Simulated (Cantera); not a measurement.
Feed: 1 mol CH₃SiCl₃, 0.14 mol C₂H₄, 2000 mol H₂, equilibrated at 1848 K and 0.00133 bar.

Equilibrium computed with Cantera from the NASA thermochemical tables; the gas is ideal and each condensed phase is pure. Candidate condensed phases: C, C₆H₆, C₇H₈, C₈H₁₈, Si, SiC; 109 gas species. The feed counts by its element totals alone. Equilibrium is a limit: real reactors are often held back by kinetics, nucleation or transport.

Base state: H₂ 0.984, H 0.0144, HCl 0.00147, Si 0.000176, C₂H₂ (acetylene) 0.000161, Cl 1.63e-5 (mole fractions); condensed: SiC(s).

Task: What changes in the equilibrium state with this change: CH₃SiCl₃ replaced by SiH₄?

Result: 
```
species             before     after
----------------  --------  --------
H₂                   0.984     0.985
H                   0.0144    0.0144
Si                0.000176  0.000398
HCl                0.00147         0
Cl                 1.63e-5         0
C₂H₂ (acetylene)  0.000161   3.16e-5
SiC(s), mol          0.613     0.137
```

Task: What changes in the equilibrium state with this change: CH₃SiCl₃ replaced by SiCl₄?

Result: 
```json
[
 {"species": "H₂", "before": "0.984", "after": "0.983"},
 {"species": "H", "before": "0.0144", "after": "0.0144"},
 {"species": "HCl", "before": "0.00147", "after": "0.00196"},
 {"species": "Si", "before": "0.000176", "after": "0.000396"},
 {"species": "C₂H₂ (acetylene)", "before": "0.000161", "after": "3.19e-5"},
 {"species": "SiH", "before": "6.35e-6", "after": "1.43e-5"},
 {"species": "Cl", "before": "1.63e-5", "after": "2.18e-5"},
 {"species": "SiC(s), mol", "before": "0.613", "after": "0.136"}
]
```
